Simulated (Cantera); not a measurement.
An adiabatic, constant-volume homogeneous reactor starts with C3H8 : O2 : N2 = 1 : 5.49 : 20.7 (molar parts), equivalence ratio 0.91, at 1625 K and 0.230 bar.

Computed with Cantera and GRI-Mech 3.0 (53 species, 325 reactions). GRI-Mech 3.0 was tuned for natural gas; its chemistry of propane as a main component is partial and can be far from experiment.

x: mole fraction; the columns are a selection and need not sum to one.

```tsv
t (s)	T (K)	P (bar)	x C3H8	x O2	x CO2	x CH4	x C2H6	x CH3
9.00e-6	1608	0.228	0.0344	0.201	3.49e-6	3.10e-5	___	0.00207
1.96e-5	1595	0.227	0.0307	0.199	3.92e-5	0.000183	___	0.00436
4.29e-5	1602	0.232	0.0206	0.191	0.000281	0.00108	___	0.00653
9.35e-5	2558	0.407	<1e-12	0.0528	0.0189	5.80e-8	<1e-12	4.66e-7
0.000204	2632	0.417	<1e-12	0.0422	0.0409	<1e-12	<1e-12	<1e-12
0.000445	2717	0.428	<1e-12	0.0409	0.0428	<1e-12	<1e-12	<1e-12
0.000972	2789	0.437	<1e-12	0.0389	0.0446	<1e-12	<1e-12	<1e-12
0.00212	2800	0.438	<1e-12	0.0368	0.0450	<1e-12	<1e-12	<1e-12
0.00463	2798	0.438	<1e-12	0.0354	0.0450	<1e-12	<1e-12	<1e-12
0.0101	2797	0.438	<1e-12	0.0351	0.0450	<1e-12	<1e-12	<1e-12
0.0220	2797	0.438	<1e-12	0.0351	0.0450	<1e-12	<1e-12	<1e-12
0.0481	2797	0.438	<1e-12	0.0351	0.0450	<1e-12	<1e-12	<1e-12
0.105	2797	0.438	<1e-12	0.0351	0.0450	<1e-12	<1e-12	<1e-12
0.229	2797	0.438	<1e-12	0.0351	0.0450	<1e-12	<1e-12	<1e-12
0.500	2797	0.438	<1e-12	0.0351	0.0450	<1e-12	<1e-12	<1e-12
```

### Question
Some entries are withheld; supply them.

### Answer

- 9.00e-6, x C2H6: 1.27e-5
- 1.96e-5, x C2H6: 0.000143
- 4.29e-5, x C2H6: 0.000887
